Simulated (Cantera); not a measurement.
## Thermodynamics of fluorocarbon and chlorocarbon gases, feed CF4 + Si + H2

A closed system holds: 1 mol CF4, 0.025 mol Si, 0.91 mol H2, equilibrated at 1675 °C and 1.00 bar.

These are equilibrium values from Cantera (NASA tables, ideal gas, pure condensed phases), not measurements of a reactor. Candidate condensed phases: C, C6H6, C7H8, C8H18, Si, SiC; 113 gas species. Gases not in the tables: C2F6 and larger saturated fluorocarbons. Rates play no part.

The x(HF) is 0.768 and the x(CF4) is 0.217. The x(SiF4) is 0.0105. The x(CF2) is 0.00334, the x(CF3) comes out as 0.000644 and the x(F) is 0.000464. The x(CHF3) is 3.54e-5, the x(H2F2) comes out as 4.77e-6 and the x(CF) is 1.66e-6. The n(C(graphite)) comes out as 0.476 mol. The gas amount comes out as 2.370 mol and the log10 activity of Si(l) (absent) is -19.80.
